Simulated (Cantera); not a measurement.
Equilibrium for silicon oxide and oxynitride deposition: Si2H6 + O3 + NO

Feed: 1 mol Si2H6, 0.13 mol O3, 0.2 mol NO, at 150 Pa.

Cantera equilibrium calculation (NASA polynomials, part measured and part estimated; ideal gas, pure solids and liquids). Candidate condensed phases: H2O, Si, SiO2, Si2N2O, Si3N4; 35 gas species. The feed counts by its element totals alone. Mutual solubility and eutectic melting of coexisting phases are not modelled. The tables' values for SiN are old estimates; treat these amounts as uncertain. Gases not in the tables: Si2H6 and higher silanes. Rates play no part.

```tsv
T (K)	log p H2	log p SiO	log p N2	log p H	log p Si	n Si(s)	n Si2N2O(s)	n Si(l)
1573	-2.89	-3.67	-5.39	-5.84	-7.26	1.32	0.0904	0
1623	-2.91	-3.64	-4.58	-5.61	-6.81	1.37	0.0365	0
1673	-2.92	-3.62	-4.39	-5.40	-6.38	1.41	0	0
1723	-2.92	-3.62	-4.39	-5.20	-6.01	0	0	1.41
1773	-2.92	-3.62	-4.39	-5.00	-5.67	0	0	1.40
1823	-2.92	-3.62	-4.39	-4.82	-5.35	0	0	1.40
1873	-2.92	-3.63	-4.40	-4.65	-5.05	0	0	1.39
1923	-2.93	-3.63	-4.40	-4.49	-4.77	0	0	1.36
```
log p: log10 of the partial pressure in bar; n: condensed amount in mol.

From 1573 K to 1623 K the condensed part is Si(s) + Si2N2O(s). At 1673 K the condensed part is Si(s). From 1723 K to 1923 K the condensed part is Si(l). The main Si-bearing gas is SiO throughout. The share of Si in condensed phases is highest at 1573 K (75.0 %) and lowest at 1923 K (68.2 %).
